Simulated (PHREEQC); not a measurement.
Synthetic water in mg/kgw, 75 °C, pH 3.83, pe 12.5:

```csv
constituent,mg/kgw
Na,49.6
K,1.69
Ca,69.3
Mg,16.6
Cl,84.6
S(6) as SO4,389
Mn(2),0.218
Fe(3),74.6
B,2.03
```

Valence states are taken as typed.

Model: ion-association model, phreeqc.dat, run in PHREEQC.

### Question
The ionic strength comes out as 0.0132 mol/kgw. What activity coefficients do FeSO4+, SO4-2, Mg+2, HSO4-, CaHSO4+ get?

### Answer
FeSO4+ 0.88, SO4-2 0.61, Mg+2 0.62, HSO4- 0.88, CaHSO4+ 0.88.

Precipitation was switched off in this run. Examples of supersaturated solids here: Jarosite-K, Hematite (slow to form). Others may be too. At this temperature some constants are extrapolated from 25 °C, and those without enthalpy data are left unchanged.
